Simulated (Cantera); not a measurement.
Input: 1 mol B₂H₆, 0.16 mol H₂O, 0.24 mol N₂, at 0.00133 bar.

Method: chemical equilibrium by Gibbs-energy minimisation in Cantera with the NASA 1993 tables (ideal gas, pure condensed phases). Candidate condensed phases: B, BN, B₂O₃, B₃O₃H₃, H₂O; 39 gas species. The feed counts by its element totals alone. N₂ is the only nitrogen source here; it is nearly inert below about 1500 K, so the nitride shown seldom forms there in practice. Mutual solubility and eutectic melting of coexisting phases are not modelled. The numbers say what is thermodynamically allowed, not how fast it happens.

### Question
At 1273 K, list the 5 most abundant gas species with their mole fractions, and the condensed phases.

### Answer
H₂ 0.994, HBO 0.00527, B₂O₂ 0.000432, B₃O₃H₃ 0.000252, HBO₂ 7.13e-5. Condensed: B(s) + BN(s) + B₂O₃(l).
